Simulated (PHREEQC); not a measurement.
A made-up water analysis in mmol/kgw, 25 °C, pH 3.45, pe 8.9:

```csv
constituent,mmol/kgw
Na,2.79
K,3.52
Ca,1.51
Mg,0.129
Cl,2.1
S(6),4.1
Si,0.00146
Mn(2),0.0112
Cu(2),0.142
Zn,0.181
Br,0.00138
```

Na is adjusted to close the charge balance.
Valence states are taken as typed.

Equilibrium calculation in PHREEQC: ion-association model, wateq4f.dat.

Each row changes one thing in this solution. This is a speciation only: nothing precipitates in the calculation.

| case | ionic strength (mol/kgw) | CaSO4 (mol/kgw) | Mg+2 (mol/kgw) | HSO4- (mol/kgw) | KSO4- (mol/kgw) | MgSO4 (mol/kgw) | SI of Gypsum (CaSO4:2H2O) | SI of Quartz (SiO2) |
|---|---|---|---|---|---|---|---|---|
| as made | 0.0143 | 0.000324 | 9.74e-5 | 8.50e-5 | 5.29e-5 | 3.16e-5 | -1.21 | -1.85 |
| K from 3.52 to 1.76 mmol/kgw | 0.0143 | 0.000324 | 9.74e-5 | 8.51e-5 | 2.65e-5 | 3.16e-5 | -1.21 | -1.85 |
| temperature from 25 to 50 °C at the same typed pH | 0.0139 | 0.000362 | 8.35e-5 | 0.000146 | 7.42e-5 | 4.55e-5 | -1.21 | -2.19 |

Away from 25 °C the constants follow the database's enthalpies or fits; those with neither stay at their 25 °C values.
